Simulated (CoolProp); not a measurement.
A closed Brayton cycle with carbon dioxide: compressor inlet 331.15 K and 8 MPa, high pressure 22.7 MPa, turbine inlet 950 K, compressor efficiency 0.89, turbine efficiency 0.93, recuperator effectiveness 0 (on enthalpy, no pinch check). Each further row changes one setting.

Computed with CoolProp (reference Helmholtz-energy equation of state, Span 1996).

```tsv
case	thermal efficiency (%)	net work (kJ/kg)	compressor to turbine work	compressor exit (K)	turbine exit (K)
as stated	15.8	107	0.35	422.6	809.9
turbine inlet 900 K	15.8	98.0	0.37	422.6	764.8
compressor inlet 341.15 K	15.5	102	0.38	437.0	809.9
high pressure 19.3 MPa	13.5	93.8	0.33	407.9	830.9
recuperator effectiveness 0.5	23.4	107	0.35	422.6	809.9
```
